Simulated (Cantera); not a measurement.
An isothermal plug-flow reactor at 750 K and 0.810 bar (inlet), inlet velocity 1.4 m/s, active area per volume 180 1/m; feed 0.863 % CO, 7.60 % O2, 91.0 % N2, 0.587 % H2O.

Computed with Cantera and Deutschmann's 1995 Pt surface mechanism with GRI-Mech 3.0 gas chemistry. Catalytic surfaces can have several steady states; this one follows from the mechanism file's or the stated starting coverage. Mass transfer to the wall is taken as infinitely fast.

x: gas mole fraction; θ: surface coverage.

| z (m) | x CO | x O2 | x H2O | x CO2 | θ free Pt | θ O* | θ OH* | θ CO* |
|---|---|---|---|---|---|---|---|---|
| 0.0003 | 0.00739 | 0.0754 | 0.00588 | 0.00125 | 0.167 | 0.0470 | ? | 0.785 |
| 0.00053 | 0.00606 | 0.0748 | 0.00588 | 0.00258 | 0.206 | 0.0771 | ? | 0.716 |
| 0.00094 | 0.00394 | 0.0738 | 0.00589 | 0.00472 | 0.0677 | 0.924 | ? | 0.00600 |
| 0.0017 | 0.00357 | 0.0736 | 0.00589 | 0.00508 | 0.0498 | 0.945 | ? | 0.00288 |
| 0.003 | 0.00321 | 0.0735 | 0.00589 | 0.00545 | 0.0419 | 0.954 | 0.00196 | 0.00181 |
| 0.0053 | 0.00280 | 0.0733 | 0.00589 | 0.00586 | 0.0364 | 0.961 | 0.00183 | 0.00119 |
| 0.0094 | 0.00231 | 0.0730 | 0.00589 | 0.00635 | 0.0322 | 0.965 | 0.00173 | 0.000764 |
| 0.017 | 0.00174 | 0.0728 | 0.00589 | 0.00692 | 0.0289 | 0.969 | 0.00164 | 0.000462 |
| 0.03 | 0.00117 | 0.0725 | 0.00589 | 0.00749 | 0.0264 | 0.972 | 0.00157 | 0.000260 |

### Question
What belongs in the gaps?

### Answer

- 0.0003, θ OH*: 0.000867
- 0.00053, θ OH*: 0.00123
- 0.00094, θ OH*: 0.00245
- 0.0017, θ OH*: 0.00212
